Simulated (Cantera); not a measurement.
Abatement and gas-phase synthesis: N2O + SO2 + H2

Input: 1 mol N2O, 0.24 mol SO2, 5.1 mol H2, equilibrated at 29.0 Pa.

These are equilibrium values from Cantera (NASA tables, ideal gas, pure condensed phases), not measurements of a reactor. Candidate condensed phases: H2O, H2SO4, S; 35 gas species. Equilibrium is a limit: real reactors are often held back by kinetics, nucleation or transport.

From 1652 °C to 2752 °C nothing is condensed.

```
T (°C)  log p H  log p H2  log p H2O  log p N2  log p O  log p OH  log p S  log p SO
------  -------  --------  ---------  --------  -------  --------  -------  --------
1652      -4.91     -3.78      -4.25     -4.35    -7.69     -6.44    -5.75     -5.43
1752      -4.62     -3.80      -4.27     -4.36    -7.01     -6.06    -5.66     -5.37
1852      -4.36     -3.85      -4.30     -4.38    -6.39     -5.72    -5.62     -5.35
1952      -4.15     -3.92      -4.36     -4.40    -5.82     -5.43    -5.61     -5.36
2052      -3.97     -4.03      -4.48     -4.45    -5.32     -5.21    -5.60     -5.39
2152      -3.84     -4.18      -4.73     -4.50    -4.94     -5.11    -5.55     -5.45
2252      -3.75     -4.39      -5.13     -4.56    -4.70     -5.16    -5.46     -5.58
2352      -3.69     -4.64      -5.67     -4.60    -4.58     -5.34    -5.37     -5.80
2452      -3.67     -4.93      -6.26     -4.63    -4.53     -5.59    -5.32     -6.08
2552      -3.65     -5.21      -6.87     -4.64    -4.50     -5.85    -5.29     -6.39
2652      -3.65     -5.49      -7.46     -4.64    -4.49     -6.12    -5.28     -6.70
2752      -3.64     -5.75      -8.02     -4.65    -4.49     -6.38    -5.27     -7.01
```
log p: log10 of the partial pressure in bar; nothing condenses.
